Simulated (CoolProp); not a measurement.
A single-stage vapour-compression cycle with R22: evaporating at 299.15 K (dew point), condensing at 325.15 K (bubble point), superheat 10 K, subcooling 2 K, compressor efficiency 0.65, no pressure losses. Each further row changes one setting.

Values from CoolProp's reference Helmholtz-energy equation of state, Kamei 1995.

| case | cooling COP | pressure ratio | discharge temperature (K) | refrigerating effect (kJ/kg) | volumetric capacity (kJ/m³) |
|---|---|---|---|---|---|
| as stated | 6.27 | 1.90 | 354.8 | 159 | 6780 |
| evaporating temperature 304.15 K | 8.03 | 1.66 | 350.6 | 160 | 7820 |
| condensing temperature 320.15 K | 8.01 | 1.69 | 346.4 | 166 | 7080 |
| subcooling 7 K | 6.55 | 1.90 | 354.8 | 166 | 7080 |
| superheat 20 K | 6.24 | 1.90 | 365.5 | 167 | 6760 |
| compressor efficiency 0.55 | 5.31 | 1.90 | 359.8 | 159 | 6780 |
